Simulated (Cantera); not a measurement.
Input: 1 mol PbO, 1.2 mol C, 8.7 mol N2, 0.87 mol CH4, held at 1.33 mbar.

Cantera equilibrium calculation (NASA polynomials, part measured and part estimated; ideal gas, pure solids and liquids). Candidate condensed phases: C, C6H6, C7H8, C8H18, H2O, Pb, PbO, PbO2, Pb3O4; 139 gas species. Rates play no part.

Over these rows the condensed part is C(graphite). Partial pressures as log10 of bar:

| T (K) | 1000/T (1/K) | log p C2H2 (acetylene) | log p N2 | log p H2 | log p CO | log p Pb |
|---|---|---|---|---|---|---|
| 1600 | 0.6250 | -8.29 | -3.03 | -3.73 | -3.97 | -3.97 |
| 1800 | 0.5556 | -7.50 | -3.03 | -3.74 | -3.97 | -3.97 |
| 2000 | 0.5000 | ? | -3.04 | -3.77 | -3.97 | -3.97 |
| 2200 | 0.4545 | -6.44 | -3.04 | -3.85 | -3.98 | -3.98 |
| 2400 | 0.4167 | -6.20 | -3.06 | -4.04 | -4.00 | -4.00 |
| 2600 | 0.3846 | -6.20 | -3.08 | -4.41 | -4.01 | -4.01 |

### Question
Fit log p(C2H2 (acetylene)) = a + b·(1000/T) to the five rows, give the apparent enthalpy, and predict the row at 2000 K.

### Answer
Means: 1000/T = 0.4873, log p = -6.926. Sxy = -0.368784, Sxx = 0.0402337, so b = -9.17 and a = -6.926 − (-9.17)×0.4873 = -2.46.
Apparent enthalpy: −19.145 × (-9.17) = 176 kJ/mol. With the condensed phases at unit activity, 2 C(graphite) + H2(g) = C2H2 (acetylene)(g) links this pressure to the main gases: over the six rows their terms move log p by -0.68 in all, so the slope isn't that reaction's ΔH° alone. The five rows lie within 0.21 of the line; that is curvature, so one enthalpy describes this range poorly.
Prediction at 2000 K: -2.46 + (-9.17)×0.5000 = -7.04. The computed value is -6.88, 0.16 from the line.
